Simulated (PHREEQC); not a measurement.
City or well water: speciation

A made-up water analysis in mmol/kgw, 25 °C, pH 8.55, pe 9.2:

| constituent | mmol/kgw |
|---|---|
| Na | 0.487 |
| K | 0.275 |
| Ca | 0.305 |
| Mg | 0.211 |
| Cl | 2.17 |
| S(6) | 0.462 |
| Alkalinity (meq/kgw) | 0.149 |
| N(5) | 0.00972 |

Na is adjusted to close the charge balance.
Valence states are taken as typed.

Model: ion-association model, phreeqc.dat, run in PHREEQC.

This is a speciation only: nothing precipitates in the calculation.

Q: What specific conductance does the model give?

A: specific conductance 391 µS/cm.

Q: In which forms is Mg present?

A: Mg+2 94 %, MgSO4 5.6 % of the Mg.
